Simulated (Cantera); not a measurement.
Input: 1 mol Si, 1.7 mol CO2, 3.2 mol H2, 0.019 mol N2O, held at 8.25 Torr.

Method: chemical equilibrium by Gibbs-energy minimisation in Cantera with the NASA 1993 tables (ideal gas, pure condensed phases). Candidate condensed phases: C, C6H6, C7H8, C8H18, H2O, Si, SiC, SiO2, Si2N2O, Si3N4; 151 gas species. The tables hold silica as quartz up to 1696 K and as liquid above; real silica turns to tridymite and cristobalite and melts near 1996 K. The numbers say what is thermodynamically allowed, not how fast it happens.

At 1625 K, list the 6 most abundant gas species with their mole fractions, and the condensed phases.

H2 0.615, CO 0.327, SiO 0.0541, N2 0.00365, H 0.000527, H2O 4.94e-5. Condensed: SiO2(β-quartz).
